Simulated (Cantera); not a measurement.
Thermodynamics of silicon oxide and oxynitride deposition, feed SiCl4 + H2O + H2

Feed: 1 mol SiCl4, 1.3 mol H2O, 0.57 mol H2, held at 0.000360 bar.

These are equilibrium values from Cantera (NASA tables, ideal gas, pure condensed phases), not measurements of a reactor. Candidate condensed phases: H2O, Si, SiO2; 30 gas species. The tables' values for SiCl3 are old estimates; treat these amounts as uncertain. The tables hold silica as quartz up to 1696 K and as liquid above; real silica turns to tridymite and cristobalite and melts near 1996 K. The numbers say what is thermodynamically allowed, not how fast it happens.

```tsv
T (°C)	x HCl	x H2	x SiO	x SiCl4	x SiCl2	x SiCl3	x Cl	n SiO2(β-quartz)
927	0.755	0.147	4.45e-5	0.0809	0.00816	0.00868	1.78e-5	0.650
977	0.771	0.132	0.000240	0.0650	0.0185	0.0130	4.62e-5	0.650
1027	0.790	0.114	0.000992	0.0464	0.0322	0.0159	0.000115	0.648
1077	0.809	0.0954	0.00332	0.0299	0.0454	0.0165	0.000274	0.644
1127	0.824	0.0786	0.00939	0.0177	0.0543	0.0151	0.000621	0.632
1177	0.835	0.0620	0.0225	0.0100	0.0561	0.0124	0.00136	0.606
1227	0.843	0.0442	0.0447	0.00567	0.0497	0.00942	0.00300	0.560
1277	0.846	0.0270	0.0720	0.00337	0.0380	0.00679	0.00682	0.500
1327	0.839	0.0144	0.0977	0.00208	0.0257	0.00465	0.0158	0.440
```
x: gas mole fraction; n: condensed amount in mol.

From 927 °C to 1327 °C the condensed part is SiO2(β-quartz). The main Si-bearing gas is SiCl4 at 927 °C and SiO at 1327 °C.
